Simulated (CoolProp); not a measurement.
The fluid at 298.15 K and 1.04 MPa (gas) is heated at constant pressure to 475.8 K. The same conditions are run with several fluids, on thermodynamics alone (safety and materials aside).

The numbers come from the reference Helmholtz-energy equation of state of each fluid (R507A: Lemmon 2003; nitrogen: Span 2000; methane: Setzmann 1991; hydrogen sulfide: Lemmon 2006; CF4 (R14): Platzer 1990) in CoolProp. The equations of Platzer and Polt are older, rougher fits. Blends and air are pseudo-pure fits.

```tsv
fluid	heat (kJ/kg)	final density (kg/m³)
R507A	[?]	26.8
nitrogen	[?]	7.33
methane	450	4.22
hydrogen sulfide	197	9.12
CF4 (R14)	[?]	[?]
```

What belongs in the gaps?


- R507A, heat (kJ/kg): 191
- nitrogen, heat (kJ/kg): 187
- CF4 (R14), heat (kJ/kg): 145
- CF4 (R14), final density (kg/m³): 23.2
